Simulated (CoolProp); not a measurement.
Vapour-liquid equilibrium of R143a (1) + isobutane (2) at 0.0461 MPa; x and y are mole fractions of (1).

Values from CoolProp's multi-fluid Helmholtz-energy mixture model, Lemmon and Jacobsen 2000 and Bücker 2006; pair parameters Bell 2016.

| x | bubble temperature, mixture model (°C) | bubble temperature, Raoult's law (°C) | y, mixture model | y, Raoult's law |
|---|---|---|---|---|
| 0.05 | -44.7 | -33.9 | 0.528 | 0.199 |
| 0.15 | -55.7 | -39.8 | 0.763 | 0.464 |
| 0.25 | -59.2 | -44.4 | 0.817 | 0.628 |
| 0.35 | -60.5 | -48.1 | 0.836 | 0.737 |
| 0.45 | -60.9 | -51.3 | 0.845 | 0.814 |
| 0.55 | -61.2 | -54.0 | 0.850 | 0.869 |
| 0.65 | -61.5 | -56.3 | 0.858 | 0.912 |
| 0.75 | -61.9 | -58.3 | 0.872 | 0.944 |
| 0.85 | -62.3 | -60.2 | 0.900 | 0.970 |
| 0.95 | -62.6 | -61.8 | 0.954 | 0.991 |

The largest gap from Raoult's law is -15.9 K in bubble temperature, at x = 0.15. No azeotrope shows between x = 0.05 and 0.95.

The pair parameters rest on a limited set of measurements; away from them the model extrapolates. With so large a gap from Raoult's law the liquid may split in two, which this calculation doesn't test in full.
